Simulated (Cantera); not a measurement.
An isothermal, constant-pressure homogeneous reactor starts with NO : N2 = 1 : 0.58 (molar parts), at 1723 K and 0.132 atm. Integrator tolerance rtol = 1e-08.

Computed with Cantera and GRI-Mech 3.0 (53 species, 325 reactions).

| quantity | before | after |
|---|---|---|
| x(NO) at 10.0 s | 0.521 (gas-phase equilibrium 0.00362) | 0.410 (gas-phase equilibrium 0.00331) |
| x(N2) at 10.0 s | 0.423 (gas-phase equilibrium 0.682) | 0.557 (gas-phase equilibrium 0.760) |
| x(NO2) at 10.0 s | 0.000292 (gas-phase equilibrium 4.79e-6) | 0.000179 (gas-phase equilibrium 3.80e-6) |
| x(N2O) at 10.0 s | 9.71e-5 (gas-phase equilibrium 7.15e-8) | 6.11e-5 (gas-phase equilibrium 6.91e-8) |
| x(O) at 10.0 s | 4.00e-5 (gas-phase equilibrium 8.79e-5) | 3.13e-5 (gas-phase equilibrium 7.62e-5) |
| x(O2) at 10.0 s | 0.0556 (gas-phase equilibrium 0.315) | 0.0331 (gas-phase equilibrium 0.236) |

Problem. What was changed between the two runs?
A) N2 0.58 to 1.1 parts
B) pressure from 0.132 atm to 0.0263 atm
C) pressure from 0.132 atm to 0.0128 atm
D) pressure from 0.132 atm to 1.00 atm

Solution. A, N2 0.58 to 1.1 parts
